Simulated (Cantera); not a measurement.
What does this Cantera script print?

```python
import numpy as np
import cantera as ct

gas_names = """
    N N2 Si SiN Si2 Si2N Si3
""".split()
cond_names = """
    Si(cr) Si(L) Si3N4(a)
""".split()


# ... load() reads the species with a 1 bar reference pressure and builds the phases ...
atoms = {
    'Si3N4': {'Si': 3, 'N': 4},
    'N2': {'N': 2},
}
top_T = {'Si3N4(a)': 2400}  # K; cautious upper limits of use, not melting points


# ... equilibrate(T, P, feed) seeds the gas with the atoms and calls Mixture.equilibrate('TP', solver="vcs", rtol=1e-11, max_steps=5000) ...
results = []
feed = {'Si3N4': 1, 'N2': 0.014}  # mol
T = 2898  # K
P = 100000  # Pa
mix = equilibrate(T, P, feed)
results.append((T, P, feed, dict(zip(mix.species_names, mix.species_moles))))
print(gas.report(threshold=1e-05))
for i in range(1, mix.n_phases):
    print(f"{mix.phase(i).name:16s} {mix.phase_moles(i):12.5e} mol")
```

Output:

```
       temperature   2898 K
          pressure   1e+05 Pa
           density   0.11734 kg/m^3
  mean mol. weight   28.273 kg/kmol
   phase of matter   gas

                          1 kg             1 kmol
                     ---------------   ---------------
          enthalpy        4.2137e+06        1.1913e+08  J
   internal energy        3.3615e+06        9.5039e+07  J
           entropy            9397.5        2.6569e+05  J/K
    Gibbs function        -2.302e+07       -6.5085e+08  J
 heat capacity c_p              1282             36245  J/K
 heat capacity c_v            987.88             27930  J/K

                      mass frac. Y      mole frac. X     chem. pot. / RT
                     ---------------   ---------------   ---------------
                N2           0.92074           0.92925           -28.327
                Si          0.061159          0.061568           -7.8559
               SiN         0.0053188         0.0035726           -22.019
               Si2         0.0053748         0.0027054           -15.712
              Si2N         0.0061848         0.0024917           -29.875
               Si3         0.0012163        0.00040813           -23.568
     [   +1 minor]        3.3671e-06        6.7963e-06

Si(L)             2.83418e+00 mol
```

These are equilibrium values from Cantera (NASA tables, ideal gas, pure condensed phases), not measurements of a reactor. The tables' values for SiN are old estimates; treat these amounts as uncertain.
